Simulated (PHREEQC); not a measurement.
Consider water at 15 °C with 0.0088 mol/kgw KOH, 0.00026 mol/kgw NaAlO2 and 0.096 mol/kgw K2CO3. Closed to the air; pH follows from the charge balance.

The numbers come from PHREEQC with the ion-association model, phreeqc.dat.

No solid was allowed to form.

**Question.** Estimate the pH.

**Answer.** pH 12.15.

**Question.** In which forms is Na present?

**Answer.** Na+ 77 %, NaCO3- 23 % of the Na.

Species that the database lacks are ignored.
